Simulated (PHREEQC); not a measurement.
0.05 mol of Zn(OH)2-a (Zn(OH)2) is brought to equilibrium with 1 kg of water holding 0.01 mol/kgw NaCl, at 25 °C, the pH being set by adding NaOH or HCl. O2 is buffered at 0.21 atm. CO2 from the air is kept out. Names ending in (a), (am) or -a are amorphous solids. Only these solids could form: Zn(OH)2-a, Zn5(OH)8Cl2.

All values are PHREEQC results (ion-association model, wateq4f.dat), not measurements.

Problem. Predict dissolved Zn (mol/kgw), Zn+2 (mol/kgw) at pH = 10, 10.5, 11, 12.

Solution. 
```tsv
pH	dissolved Zn (mol/kgw)	Zn+2 (mol/kgw)
10	3.71e-5	4.18e-8
10.5	3.95e-5	4.20e-9
11	4.82e-5	4.25e-10
12	0.000196	4.83e-12
```
